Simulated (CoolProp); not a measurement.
A single-stage vapour-compression cycle with ammonia: evaporating at 296.15 K (dew point), condensing at 353.15 K (bubble point), superheat 5 K, subcooling 0 K, compressor efficiency 0.6, no pressure losses. Each further row changes one setting.

Computed with CoolProp (reference Helmholtz-energy equation of state, Gao 2020).

```csv
case,cooling COP,pressure ratio,discharge temperature (K),refrigerating effect (kJ/kg),volumetric capacity (kJ/m³)
as stated,2.35,4.39,474.0,897,6420
evaporating temperature 301.15 K,?,3.77,459.6,?,7480
condensing temperature 348.15 K,2.65,3.94,459.6,925,6620
subcooling 5 K,2.42,4.39,474.0,925,6620
superheat 15 K,2.31,4.39,?,926,?
compressor efficiency 0.5,1.96,4.39,501.4,897,6420
```

Problem. Fill in the missing entries.

Solution. 
- evaporating temperature 301.15 K, cooling COP: 2.67
- evaporating temperature 301.15 K, refrigerating effect (kJ/kg): 900
- superheat 15 K, discharge temperature (K): 491.3
- superheat 15 K, volumetric capacity (kJ/m³): 6310
